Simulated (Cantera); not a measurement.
Gas mixture: C2H2 : C2H4 : C2H6 = 0.99 : 0.35 : 0.44 (molar parts), at 0.158 Torr, frozen composition.

Cantera's kinetic-theory transport with the Lennard-Jones parameters of GRI-Mech 3.0, ideal gas; thermal conductivity in the multicomponent form. The composition is frozen, though it would react at the higher temperatures.

One state of this run: ρ (kg/m³) = 2.89e-5; cp (J/kg/K) = 4045; μ (µPa s) = 49.0; λ (mW/m/K) = 267; Pr = 0.744; D (cm²/s) O = 41400; D (cm²/s) NH3 = 33300; D (cm²/s) C2H2 = 22500. D: mixture-averaged diffusion coefficient of that species in the mixture.

Question: Which value of T (K) does it belong to?
(A) 900
(B) 1900
(C) 2400
(D) 1650

Answer: C, 2400
